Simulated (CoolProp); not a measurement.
Vapour-liquid equilibrium of carbon dioxide (1) + ethane (2) at 225.1 K; x and y are mole fractions of (1).

Model: multi-fluid Helmholtz-energy mixture model, Span 1996 and Bücker 2006; pair parameters Kunz 2012, in CoolProp.

### Question
Give the bubble pressure and the first vapour's composition at x = 0.35, 0.725, 0.8. Is there an azeotrope?

### Answer
x = 0.35: 0.8962 MPa, y = 0.497; x = 0.725: 0.9382 MPa, y = 0.666; x = 0.8: 0.9226 MPa, y = 0.706. y crosses x between x = 0.575 and 0.65: the model has an azeotrope there.

The pair parameters rest on a limited set of measurements; away from them the model extrapolates.
